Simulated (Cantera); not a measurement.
**Adiabatic ignition**

An adiabatic, constant-pressure homogeneous reactor starts with 10.4 % CH4, 18.8 % O2, 70.8 % N2, equivalence ratio 1.1, at 1000 K and 0.680 bar.

Detailed kinetics in Cantera: GRI-Mech 3.0 (53 species, 325 reactions).

```json
[
 {"t (s)": "1.00e-6", "T (K)": "1000", "x CH4": "0.104", "x O2": "0.188", "x CH2O": "<1e-12", "x CH3": "6.37e-12", "x CO2": "<1e-12"},
 {"t (s)": "4.27e-6", "T (K)": "1000", "x CH4": "0.104", "x O2": "0.188", "x CH2O": "<1e-12", "x CH3": "2.72e-11", "x CO2": "<1e-12"},
 {"t (s)": "1.82e-5", "T (K)": "1000", "x CH4": "0.104", "x O2": "0.188", "x CH2O": "<1e-12", "x CH3": "1.16e-10", "x CO2": "<1e-12"},
 {"t (s)": "7.77e-5", "T (K)": "1000", "x CH4": "0.104", "x O2": "0.188", "x CH2O": "2.73e-12", "x CH3": "4.97e-10", "x CO2": "<1e-12"},
 {"t (s)": "0.000331", "T (K)": "1000", "x CH4": "0.104", "x O2": "0.188", "x CH2O": "5.02e-11", "x CH3": "2.14e-9", "x CO2": "<1e-12"},
 {"t (s)": "0.00141", "T (K)": "1000", "x CH4": "0.104", "x O2": "0.188", "x CH2O": "9.48e-10", "x CH3": "9.51e-9", "x CO2": "<1e-12"},
 {"t (s)": "0.00603", "T (K)": "1000", "x CH4": "0.104", "x O2": "0.188", "x CH2O": "2.01e-8", "x CH3": "4.86e-8", "x CO2": "<1e-12"},
 {"t (s)": "0.0257", "T (K)": "1000", "x CH4": "0.104", "x O2": "0.188", "x CH2O": "5.99e-7", "x CH3": "3.32e-7", "x CO2": "1.09e-11"},
 {"t (s)": "0.110", "T (K)": "1000", "x CH4": "0.104", "x O2": "0.188", "x CH2O": "7.78e-6", "x CH3": "5.81e-7", "x CO2": "3.38e-10"},
 {"t (s)": "0.469", "T (K)": "1001", "x CH4": "0.103", "x O2": "0.188", "x CH2O": "5.67e-5", "x CH3": "9.59e-7", "x CO2": "6.27e-9"},
 {"t (s)": "2.00", "T (K)": "2538", "x CH4": "<1e-12", "x O2": "0.00685", "x CH2O": "1.98e-10", "x CH3": "<1e-12", "x CO2": "0.0600"}
]
```
x: mole fraction; the columns are a selection and need not sum to one.

| Quantity | Value |
|---|---|
| time of steepest temperature rise | 1.74 s |
| temperature at 2.00 s | 2538 K |
| equilibrium temperature | 2538 K |
| x(CH4) at 2.00 s | <1e-12 (gas-phase equilibrium <1e-12) |
| x(O2) at 2.00 s | 0.00685 (gas-phase equilibrium 0.00685) |
| x(CH2O) at 2.00 s | 1.98e-10 (gas-phase equilibrium 1.98e-10) |
